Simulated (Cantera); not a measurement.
Feed: 1 mol SiH₄, a varied amount of N₂O, 52 mol N₂, equilibrated at 623 K and 75.0 Torr.

Equilibrium computed with Cantera from the NASA thermochemical tables; the gas is ideal and each condensed phase is pure. Candidate condensed phases: H₂O, Si, SiO₂, Si₂N₂O, Si₃N₄; 35 gas species. Kinetics and transport are ignored.

Q: At 0.21 mol N₂O, list the 3 most abundant gas species with their mole fractions, and the condensed phases.

A: N₂ 0.963, H₂ 0.0373, NH₃ 2.01e-5. Condensed: Si₂N₂O(s) + Si₃N₄(s).
